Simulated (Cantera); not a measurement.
# Thermodynamics of sublimation and decomposition of ceramics, feed SiC + H2

A closed system holds: 1 mol SiC, a varied amount of H2, equilibrated at 1127 °C and 1 atm.

Cantera equilibrium calculation (NASA polynomials, part measured and part estimated; ideal gas, pure solids and liquids). Candidate condensed phases: C, C6H6, C7H8, C8H18, Si, SiC; 87 gas species. Mutual solubility and eutectic melting of coexisting phases are not modelled. Rates play no part.

```tsv
n(H2) (mol)	x H2	x CH4	x H	x SiH4	x SiH2	n SiC(s)	n Si(s)
1.2	1.000	2.10e-5	4.83e-6	9.12e-7	3.77e-7	1.000	0
1.4	1.000	2.10e-5	4.83e-6	9.12e-7	3.77e-7	1.000	0
1.6	1.000	2.10e-5	4.83e-6	9.12e-7	3.77e-7	1.000	0
1.9	1.000	2.10e-5	4.83e-6	9.12e-7	3.77e-7	1.000	0
2.2	1.000	2.10e-5	4.83e-6	9.12e-7	3.77e-7	1.000	0
2.5	1.000	2.10e-5	4.83e-6	9.12e-7	3.77e-7	1.000	0
2.9	1.000	2.10e-5	4.83e-6	9.12e-7	3.77e-7	1.000	0
3.4	1.000	2.10e-5	4.83e-6	9.12e-7	3.77e-7	1.000	0
3.9	1.000	2.10e-5	4.83e-6	9.12e-7	3.77e-7	1.000	0
4.6	1.000	2.10e-5	4.83e-6	9.12e-7	3.77e-7	1.000	0
5.3	1.000	2.10e-5	4.83e-6	9.12e-7	3.77e-7	1.000	0.000104
```
x: gas mole fraction; n: condensed amount in mol.

From 1.2 mol H2 to 4.6 mol H2 the condensed part is SiC(s). At 5.3 mol H2 the condensed part is Si(s) + SiC(s). The main Si-bearing gas is SiH4 throughout.
